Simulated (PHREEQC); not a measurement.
Consider water at 20 °C with 2.5 mmol/kgw NaAlO2, 0.073 mmol/kgw Sr(NO3)2 and 3.5 mmol/kgw NaBr. Closed to the air; pH follows from the charge balance.

All values are PHREEQC results (ion-association model, phreeqc.dat), not measurements.

### Question
The ionic strength comes out as 0.00622 mol/kgw. What activity coefficients do Na+, Br-, OH-, Al(OH)4-, Sr+2 get?

### Answer
Na+ 0.92, Br- 0.92, OH- 0.92, Al(OH)4- 0.92, Sr+2 0.72.

This is a speciation only: nothing precipitates in the calculation. Saturation is exceeded, for instance for Al(OH)3(a), Gibbsite (slow to form); the values hold only as long as no solid forms. Complexes and solids missing from the database can't appear.
